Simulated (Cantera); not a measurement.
Hydrocarbon pyrolysis for carbon deposition

A perfectly stirred reactor is fed with C2H6 : H2 = 0.15 : 1.2 (molar parts), at 0.000280 bar; it is held at 1775 K, and followed from long to short residence time.

Computed with Cantera and GRI-Mech 3.0 (53 species, 325 reactions). GRI-Mech 3.0 stops at C3 and has no aromatics, soot or wall deposition, so with more carbon than oxygen in the feed, carbon stays in small species such as C2H2 where larger ones or solid carbon would form. Radical loss at walls, strong at low pressure, is not modelled.

```csv
τ (s),x C2H6,x H2,x H,x CH4,x C2H,x C2H2
1.6,0.000205,0.872,0.00542,0.0484,3.26e-6,0.0668
0.36,0.000824,0.852,0.00632,0.0747,2.97e-6,0.0510
0.080,0.00329,0.833,0.00730,0.0970,2.18e-6,0.0316
0.018,0.0131,0.826,0.00747,0.0957,9.38e-7,0.0132
0.0039,0.0490,0.848,0.00510,0.0473,8.23e-8,0.00175
0.00085,0.0951,0.878,0.00176,0.00597,3.00e-10,1.96e-5
0.00019,0.108,0.887,0.000245,0.000412,<1e-12,1.99e-8
```
x: mole fraction; the columns are a selection and need not sum to one.
